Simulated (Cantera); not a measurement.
Cantera run, input and output.

```python
import numpy as np
import cantera as ct

gas = ct.Solution("gri30.yaml")
gas.TPX = 1950, 13332, {'C2H6': 3.7, 'N2': 150}
reactor = ct.IdealGasConstPressureReactor(gas, energy="off", clone=False)
net = ct.ReactorNet([reactor])
net.rtol, net.atol = 1e-08, 1e-18
show = ['C2H6', 'CH2', 'C2H', 'H', 'H2', 'CH4']
times = np.geomspace(0.0003, 20, 12)

steps = ct.SolutionArray(gas, extra=["t"])
rows = []
print(f"{'t/s':>10s}{'T/K':>9s}{'P/Pa':>11s}" + "".join(f"{s:>11s}" for s in show))
for t in times:
    while net.time < t:
        t_next = net.step()
        steps.append(gas.state, t=t_next)
    rows.append([np.interp(t, steps.t, y) for y in (steps.T, steps.P, *steps(*show).X.T)])
    print(f"{t:10.3e}{rows[-1][0]:9.1f}{rows[-1][1]:11.4g}" + "".join(f"{x:11.3e}" for x in rows[-1][2:]))
rate = np.gradient(steps.T, steps.t)
print("integrator steps:", len(steps.t))
if steps.T.max() > steps.T[0] + 200:
    print(f"time of steepest temperature rise: {steps.t[rate.argmax()]:.4e} s")
gas.TPX = 1950, 13332, {'C2H6': 3.7, 'N2': 150}
gas.equilibrate("TP")
print(f"equilibrium (TP): T = {gas.T:.1f} K  " + "  ".join(f"{s} {gas[s].X[0]:.3e}" for s in show))
```

It prints:

```
       t/s      T/K       P/Pa       C2H6        CH2        C2H          H         H2        CH4
 3.000e-04   1950.0  1.333e+04  5.425e-06  2.895e-05  8.347e-06  1.032e-03  3.835e-02  3.230e-03
 8.235e-04   1950.0  1.333e+04  1.406e-06  1.098e-05  5.333e-06  6.585e-04  4.112e-02  2.483e-03
 2.260e-03   1950.0  1.333e+04  4.456e-07  4.874e-06  3.934e-06  4.899e-04  4.260e-02  1.820e-03
 6.205e-03   1950.0  1.333e+04  1.523e-07  2.708e-06  3.597e-06  4.516e-04  4.378e-02  1.155e-03
 1.703e-02   1950.0  1.333e+04  3.835e-08  1.564e-06  3.967e-06  5.014e-04  4.477e-02  5.353e-04
 4.675e-02   1950.0  1.333e+04  4.941e-09  6.774e-07  4.584e-06  5.815e-04  4.533e-02  1.702e-04
 1.283e-01   1950.0  1.333e+04  3.561e-10  2.065e-07  5.073e-06  6.445e-04  4.552e-02  4.191e-05
 3.523e-01   1950.0  1.333e+04  1.419e-11  4.169e-08  5.277e-06  6.709e-04  4.556e-02  7.779e-06
 9.670e-01   1950.0  1.333e+04  1.691e-12  8.794e-09  5.307e-06  6.748e-04  4.558e-02  1.614e-06
 2.654e+00   1950.0  1.333e+04  1.511e-12  7.273e-09  5.308e-06  6.750e-04  4.558e-02  1.334e-06
 7.286e+00   1950.0  1.333e+04  1.527e-12  7.425e-09  5.306e-06  6.750e-04  4.558e-02  1.362e-06
 2.000e+01   1950.0  1.333e+04  1.574e-12  7.852e-09  5.300e-06  6.750e-04  4.558e-02  1.440e-06
integrator steps: 1421
equilibrium (TP): T = 1950.0 K  C2H6 7.540e-13  CH2 8.853e-09  C2H 8.478e-07  H 6.752e-04  H2 4.558e-02  CH4 1.622e-06
```

Detailed kinetics in Cantera: GRI-Mech 3.0 (53 species, 325 reactions). GRI-Mech 3.0 stops at C3 and has no aromatics, soot or wall deposition, so with more carbon than oxygen in the feed, carbon stays in small species such as C2H2 where larger ones or solid carbon would form.
